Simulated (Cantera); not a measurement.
What does this Cantera script print?

```python
import numpy as np
import cantera as ct

gas_names = """
    Fe FeO Fe(OH)2 H HO2 H2 H2O H2O2 H2S H2SO4 O OH O2 O3 S SH SO SO2 SO3 S2 S2O S8
""".split()
cond_names = """
    Fe(a) Fe(c) Fe(d) Fe(L) FeO(s) FeO(L) Fe(OH)2(s) Fe(OH)3(s) FeS(a) FeS(b) FeS(c) FeS(L) FeSO4(s)
    FeS2(s) Fe2O3(s) Fe2S3O12(s) Fe3O4(s) H2O(s) H2O(L) H2SO4(L) S(cr1) S(cr2) S(L)
""".split()


# ... load() reads the species with a 1 bar reference pressure and builds the phases ...
atoms = {
    'FeS2': {'Fe': 1, 'S': 2},
    'O2': {'O': 2},
    'H2O': {'H': 2, 'O': 1},
}
top_T = {'FeSO4(s)': 950, 'FeS2(s)': 1010, 'Fe2O3(s)': 1830, 'Fe2S3O12(s)': 1100, 'Fe3O4(s)': 1870}  # K; cautious upper limits of use, not melting points


# ... equilibrate(T, P, feed) seeds the gas with the atoms and calls Mixture.equilibrate('TP', solver="vcs", rtol=1e-11, max_steps=5000) ...
results = []
feed = {'FeS2': 1, 'O2': 0.3, 'H2O': 6.9}  # mol
T = 1398.15  # K
for P in [1000, 4600, 21000, 96000, 440000, 2000000]:
    mix = equilibrate(T, P, feed)
    results.append((T, P, feed, dict(zip(mix.species_names, mix.species_moles))))
    x = sorted(zip(gas.X, gas.species_names), reverse=True)
    print(f"T = {T:g} K  P = {P:g} Pa  gas = {mix.phase_moles(0):.4g} mol")
    print("   x: " + "  ".join(f"{s} {v:.3e}" for v, s in x if v > 1e-06))
    print("   condensed (mol): " + ("  ".join(f"{mix.phase(i).name} {mix.phase_moles(i):.4g}"
          for i in range(1, mix.n_phases) if mix.phase_moles(i) > 1e-12) or "none"))
```

Result:

```
T = 1398.15 K  P = 1000 Pa  gas = 7.963 mol
   x: H2O 7.115e-01  H2 1.338e-01  SO2 6.769e-02  S2 6.302e-02  H2S 2.071e-02  SO 1.744e-03  SH 9.639e-04  S2O 5.289e-04  S 2.876e-05  H 1.734e-05  Fe(OH)2 3.883e-06  OH 1.820e-06
   condensed (mol): FeO(s) 0.7377  FeS(c) 0.2623
T = 1398.15 K  P = 4600 Pa  gas = 7.763 mol
   x: H2O 7.789e-01  H2 8.690e-02  SO2 7.037e-02  S2 3.888e-02  H2S 2.267e-02  SO 1.076e-03  SH 6.103e-04  S2O 5.498e-04  S 1.053e-05  H 6.517e-06  Fe(OH)2 4.251e-06  OH 1.152e-06
   condensed (mol): FeO(s) 0.3477  FeS(c) 0.6522
T = 1398.15 K  P = 21000 Pa  gas = 7.637 mol
   x: H2O 8.242e-01  SO2 7.139e-02  H2 5.517e-02  H2S 2.399e-02  S2 2.367e-02  SO 6.550e-04  S2O 5.578e-04  SH 3.794e-04  Fe(OH)2 4.498e-06  S 3.846e-06  H 2.430e-06
   condensed (mol): FeO(s) 0.1063  FeS(c) 0.8937
T = 1398.15 K  P = 96000 Pa  gas = 7.565 mol
   x: H2O 8.491e-01  SO2 7.063e-02  H2 3.553e-02  H2S 2.732e-02  S2 1.618e-02  S2O 6.100e-04  SO 4.052e-04  SH 2.517e-04  Fe(OH)2 4.193e-06  S 1.487e-06
   condensed (mol): FeS(c) 1
T = 1398.15 K  P = 440000 Pa  gas = 7.527 mol
   x: H2O 8.576e-01  SO2 6.889e-02  H2S 3.534e-02  H2 2.366e-02  S2 1.333e-02  S2O 7.621e-04  SO 2.605e-04  SH 1.864e-04  Fe(OH)2 3.306e-06
   condensed (mol): FeS(c) 1
T = 1398.15 K  P = 2e+06 Pa  gas = 7.498 mol
   x: H2O 8.624e-01  SO2 6.841e-02  H2S 4.252e-02  H2 1.528e-02  S2 1.017e-02  S2O 9.054e-04  SO 1.662e-04  SH 1.309e-04  Fe(OH)2 2.779e-06
   condensed (mol): FeS(c) 1
```

These are equilibrium values from Cantera (NASA tables, ideal gas, pure condensed phases), not measurements of a reactor. Metal and sulfide melt together well below either melting point, which pure phases cannot show. Mutual solubility and eutectic melting of coexisting phases are not modelled. The tables' stoichiometric FeO is somewhat more stable than real wüstite, so its field is too wide. FeO, FeS: taken at fixed stoichiometry.
